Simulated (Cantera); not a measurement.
## Carbon deposition, reforming and gasification: C₂H₆ + H₂ + O₂

Charge: 1 mol C₂H₆, 0.82 mol H₂, 0.025 mol O₂, equilibrated at 60.0 bar.

Method: chemical equilibrium by Gibbs-energy minimisation in Cantera with the NASA 1993 tables (ideal gas, pure condensed phases). Candidate condensed phases: C, C₆H₆, C₇H₈, C₈H₁₈, H₂O; 110 gas species. The ideal-gas law is rough above about 30 bar. Kinetics and transport are ignored.

From 723 K to 1373 K the condensed part is C(graphite). The main C-bearing gas is CH₄ throughout. The share of C in condensed phases is highest at 1373 K (67.0 %) and lowest at 723 K (8.4 %).

```tsv
T (K)	x CH₄	x H₂	x H₂O	x CO	x C₂H₆	x CO₂	x C₂H₄	x CH₃	n C(graphite)
723	0.921	0.0536	0.0248	3.77e-5	0.000101	0.000134	1.61e-8	<1e-12	0.168
773	0.891	0.0838	0.0244	0.000102	0.000130	0.000151	6.14e-8	5.05e-12	0.199
823	0.852	0.123	0.0237	0.000241	0.000159	0.000167	1.96e-7	3.41e-11	0.241
873	0.804	0.173	0.0227	0.000515	0.000185	0.000181	5.36e-7	1.82e-10	0.295
923	0.746	0.231	0.0215	0.00100	0.000204	0.000190	1.29e-6	7.99e-10	0.364
973	0.681	0.297	0.0198	0.00179	0.000216	0.000192	2.76e-6	2.96e-9	0.446
1023	0.611	0.368	0.0177	0.00293	0.000218	0.000185	5.34e-6	9.43e-9	0.541
1073	0.538	0.442	0.0153	0.00444	0.000211	0.000167	9.44e-6	2.64e-8	0.647
1123	0.466	0.515	0.0126	0.00620	0.000196	0.000139	1.54e-5	6.61e-8	0.763
1173	0.398	0.584	0.00997	0.00801	0.000176	0.000108	2.35e-5	1.50e-7	0.883
1223	0.335	0.647	0.00754	0.00966	0.000154	7.70e-5	3.37e-5	3.11e-7	1.01
1273	0.279	0.704	0.00552	0.0110	0.000131	5.20e-5	4.59e-5	5.98e-7	1.12
1323	0.231	0.753	0.00395	0.0119	0.000109	3.38e-5	5.97e-5	1.08e-6	1.24
1373	0.190	0.794	0.00280	0.0126	8.96e-5	2.16e-5	7.47e-5	1.83e-6	1.34
```
x: gas mole fraction; n: condensed amount in mol.
